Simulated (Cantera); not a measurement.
An isothermal, constant-pressure homogeneous reactor starts with 47.8 % H2, 29.9 % O2, 22.4 % N2, equivalence ratio 0.80, at 825 K and 0.230 bar.

Computed with Cantera and the H2/O2 subset of GRI-Mech 3.0, which has no nitrogen chemistry. Below about 950 K walls govern HO2 and H2O2 in real vessels. The temperature is held fixed by assumption; the heat of reaction is taken as removed at once.

x: mole fraction; the columns are a selection and need not sum to one.

```csv
t (s),x H2,x O2,x H,x H2O,x O
2.00e-6,0.478,0.299,<1e-12,<1e-12,<1e-12
6.51e-6,0.478,0.299,<1e-12,<1e-12,<1e-12
2.12e-5,0.478,0.299,1.27e-12,<1e-12,<1e-12
6.90e-5,0.478,0.299,3.55e-12,2.04e-12,<1e-12
0.000225,0.478,0.299,8.21e-12,1.87e-11,<1e-12
0.000731,0.478,0.299,1.22e-11,1.17e-10,1.07e-12
0.00238,0.478,0.299,1.33e-11,4.98e-10,1.17e-12
0.00775,0.478,0.299,1.57e-11,___,1.38e-12
0.0252,0.478,0.299,2.58e-11,8.31e-9,2.27e-12
0.0821,0.478,0.299,1.01e-10,6.60e-8,8.90e-12
0.267,0.478,0.299,3.24e-9,3.64e-6,2.86e-10
0.870,0.477,0.298,3.05e-8,0.000225,2.70e-9
2.83,0.471,0.295,1.48e-7,0.00765,1.30e-8
9.22,0.444,0.282,___,___,___
30.0,0.384,0.255,5.36e-8,0.122,4.88e-9
```

Problem. Some entries are withheld; supply them.

Solution. 
- 0.00775, x H2O: 1.89e-9
- 9.22, x H: 9.34e-8
- 9.22, x H2O: 0.0428
- 9.22, x O: 8.18e-9
